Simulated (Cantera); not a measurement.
Charge: 1 mol HgO, 0.051 mol H2, equilibrated at 1.00 bar.

These are equilibrium values from Cantera (NASA tables, ideal gas, pure condensed phases), not measurements of a reactor. Candidate condensed phases: H2O, Hg, HgO; 10 gas species. The numbers say what is thermodynamically allowed, not how fast it happens.

### Question
At 1575 K, list the 4 most abundant gas species with their mole fractions, and the condensed phases.

### Answer
Hg 0.656, O2 0.311, H2O 0.0334, OH 9.29e-5. Condensed: gas only.
